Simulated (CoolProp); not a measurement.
Vapour-liquid equilibrium of R134a (1) + dimethyl ether (2) at 1.46 MPa; x and y are mole fractions of (1).

The numbers come from the multi-fluid Helmholtz-energy mixture model, Tillner-Roth 1994 and Wu 2011; pair parameters Bell 2016 in CoolProp.

```tsv
x	bubble temperature (K)	y at the bubble point	dew temperature at overall composition x (K)	liquid density (mol/L)
0.05	333.8	0.047	333.8	12.86
0.125	334.0	0.122	334.0	12.66
0.2	334.0	0.201	334.0	12.47
0.275	333.9	0.283	333.9	12.28
0.35	333.7	0.366	333.7	12.09
0.425	333.3	[?]	333.4	11.91
0.5	332.7	[?]	332.9	11.73
0.575	332.1	0.610	[?]	11.56
0.65	331.3	0.687	331.7	11.39
0.725	330.5	0.760	330.9	11.22
0.8	329.7	0.830	330.1	11.05
0.875	328.8	0.897	329.1	10.88
0.95	327.9	0.960	328.0	10.72
```

Task: Fill in the missing entries.

Result: 
- 0.425, y at the bubble point: 0.449
- 0.5, y at the bubble point: 0.530
- 0.575, dew temperature at overall composition x (K): 332.4

y crosses x between x = 0.125 and 0.2: the model has an azeotrope there.

The pair parameters rest on a limited set of measurements; away from them the model extrapolates.
